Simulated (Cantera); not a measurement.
# NH3 + H2 (abatement and gas-phase synthesis)

Feed: 1 mol NH3, 0.2 mol H2, at 1052 °C and 1330 Pa.

Cantera equilibrium calculation (NASA polynomials, part measured and part estimated; ideal gas, pure solids and liquids). The numbers say what is thermodynamically allowed, not how fast it happens.

x(H2): 0.773
x(N2): 0.227
x(H): 1.24e-5
gas amount: 2.200 mol
